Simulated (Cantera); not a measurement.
What does this Cantera script print?

```python
import numpy as np
import cantera as ct

gas_names = [...]  # 130 gases of nasa_gas.yaml made of C, H, Mg, O, S
cond_names = """
    C(gr) C6H6(L) C7H8(L) C8H18(L),n-octa H2O(s) H2O(L) H2SO4(L) Mg(cr) Mg(L) MgCO3(s) MgO(s) MgO(L)
    MgO2H2(s) MgS(s) MgSO4(s) MgSO4(L) S(cr1) S(cr2) S(L)
""".split()


# ... load() reads the species with a 1 bar reference pressure and builds the phases ...
atoms = {
    'MgSO4': {'Mg': 1, 'S': 1, 'O': 4},
    'H2O': {'H': 2, 'O': 1},
    'O2': {'O': 2},
    'C': {'C': 1},
}
top_T = {'C(gr)': 4500, 'MgS(s)': 2250}  # K; cautious upper limits of use, not melting points


# ... equilibrate(T, P, feed) seeds the gas with the atoms and calls Mixture.equilibrate('TP', solver="vcs", rtol=1e-11, max_steps=5000) ...
results = []
T = 2023  # K
P = 51  # Pa
for m in [0.13, 0.17, 0.21, 0.27, 0.35, 0.45, 0.58, 0.74, 0.95, 1.2, 1.6, 2]:
    feed = {'MgSO4': 1, 'H2O': m, 'O2': 2.6, 'C': 0.02}  # mol
    mix = equilibrate(T, P, feed)
    results.append((T, P, feed, dict(zip(mix.species_names, mix.species_moles))))

top = {s: max(r[3][s] / sum(r[3][g] for g in gas_names) for r in results) for s in gas_names}
cols = sorted((s for s in top if top[s] > 1e-06), key=lambda s: -top[s])[:6]
seen = [c for c in cond_names if any(r[3].get(c, 0) > 1e-12 for r in results)]
print("log10 of partial pressures in bar; condensed amounts in mol")
print(f"{'n(H2O)':>10s}" + "".join(f"{s[:9]:>10s}" for s in cols + seen))
for T, P, feed, n in results:
    ng = sum(n[g] for g in gas_names)
    print(f"{feed['H2O']:10.4g}" + "".join(f"{np.log10(max(n[s] / ng * P / 1e5, 1e-99)):10.3f}" for s in cols)
          + "".join(f"{n.get(c, 0):10.4g}" for c in seen))
```

It prints:

```
log10 of partial pressures in bar; condensed amounts in mol
    n(H2O)        O2       H2O       SO2        OH         O         H    MgO(s)
      0.13    -3.449    -4.917    -3.932    -5.292    -4.823    -6.050    0.9964
      0.17    -3.453    -4.793    -3.937    -5.231    -4.825    -5.987    0.9964
      0.21    -3.458    -4.697    -3.941    -5.184    -4.828    -5.938    0.9963
      0.27    -3.464    -4.586    -3.947    -5.130    -4.831    -5.881    0.9962
      0.35    -3.473    -4.474    -3.956    -5.076    -4.835    -5.823    0.9961
      0.45    -3.483    -4.368    -3.966    -5.026    -4.840    -5.767    0.9959
      0.58    -3.496    -4.265    -3.978    -4.978    -4.847    -5.713    0.9957
      0.74    -3.511    -4.170    -3.993    -4.934    -4.854    -5.661    0.9955
      0.95    -3.531    -4.076    -4.012    -4.892    -4.864    -5.609    0.9952
       1.2    -3.552    -3.993    -4.034    -4.855    -4.875    -5.562    0.9948
       1.6    -3.585    -3.896    -4.066    -4.816    -4.891    -5.506    0.9942
         2    -3.615    -3.827    -4.097    -4.789    -4.906    -5.464    0.9935
```

Equilibrium computed with Cantera from the NASA thermochemical tables; the gas is ideal and each condensed phase is pure.
